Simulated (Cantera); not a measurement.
N2O furnace oxynitridation

An isothermal, constant-pressure homogeneous reactor starts with N2O : H2 : N2 = 1 : 0.0038 : 0.73 (molar parts), at 1248 K and 5.03 Torr.

Computed with Cantera and GRI-Mech 3.0 (53 species, 325 reactions). GRI-Mech 3.0 was tuned for natural gas; its chemistry of N2O as a main component is partial and can be far from experiment. Radical loss at walls, strong at low pressure, is not modelled. The mechanism lacks the step 2 NO + O2 → 2 NO2, which can matter for NO2 below about 1400 K. The temperature is held fixed by assumption; the heat of reaction is taken as removed at once.

```
t (s)     x N2O      x H2   x N2      x H     x H2O
--------  -----  --------  -----  -------  --------
0.000200  0.577   0.00219  0.421  3.63e-9  1.68e-10
0.000597  0.577   0.00219  0.421  1.70e-8   4.93e-9
0.00178   0.577   0.00219  0.421  5.69e-8   1.19e-7
0.00532   0.577   0.00219  0.421  1.63e-7   1.99e-6
0.0159    0.577   0.00217  0.421  4.23e-7   2.18e-5
0.0474    0.576   0.00202  0.421  8.10e-7  0.000164
0.141     0.575   0.00147  0.422  7.16e-7  0.000707
0.422     0.572  0.000612  0.424  2.39e-7   0.00157
1.26      0.565   9.97e-5  0.428  2.68e-8   0.00208
3.76      0.547   2.43e-6  0.439  3.10e-9   0.00216
11.2      0.498   8.64e-9  0.467  2.96e-9   0.00212
33.5      0.380   8.79e-9  0.534  3.49e-9   0.00202
100       0.179   1.09e-8  0.647  4.69e-9   0.00185
```
x: mole fraction; the columns are a selection and need not sum to one.

Equilibrium at this temperature and pressure: N2O 1.58e-9, H2 1.47e-9, N2 0.775, H 2.20e-10, H2O 0.00170 (gas phase only).
